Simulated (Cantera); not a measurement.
Charge: 1 mol TiO₂, a varied amount of H₂, 0.4 mol H₂O, held at 1450 °C and 0.113 Torr.

These are equilibrium values from Cantera (NASA tables, ideal gas, pure condensed phases), not measurements of a reactor. Candidate condensed phases: H₂O, Ti, TiO, TiO₂, Ti₂O₃, Ti₃O₅, Ti₄O₇; 12 gas species. Mutual solubility and eutectic melting of coexisting phases are not modelled. Rates play no part.

Task: Which condensed phases are stable at each of these points (n(H₂) (mol)): 280, 340, 410, 500, 610, 740, 910, 1100, 1300, 1600, 2000, 2400?

Result: 
```
n(H₂) (mol)     condensed phases  Ti condensed (%)
-----------  -------------------  ----------------
280                     Ti₃O₅(s)              99.9
340                     Ti₃O₅(s)              99.8
410                     Ti₃O₅(s)              99.8
500                     Ti₃O₅(s)              99.7
610                     Ti₃O₅(s)              99.7
740          Ti₂O₃(s) + Ti₃O₅(s)              99.6
910                     Ti₂O₃(s)              99.5
1100                    Ti₂O₃(s)              99.3
1300                    Ti₂O₃(s)              99.1
1600                    Ti₂O₃(s)              98.8
2000                    Ti₂O₃(s)              98.4
2400                    Ti₂O₃(s)              97.9
```

From 280 mol H₂ to 610 mol H₂ the condensed part is Ti₃O₅(s). At 740 mol H₂ the condensed part is Ti₂O₃(s) + Ti₃O₅(s). From 910 mol H₂ to 2400 mol H₂ the condensed part is Ti₂O₃(s).
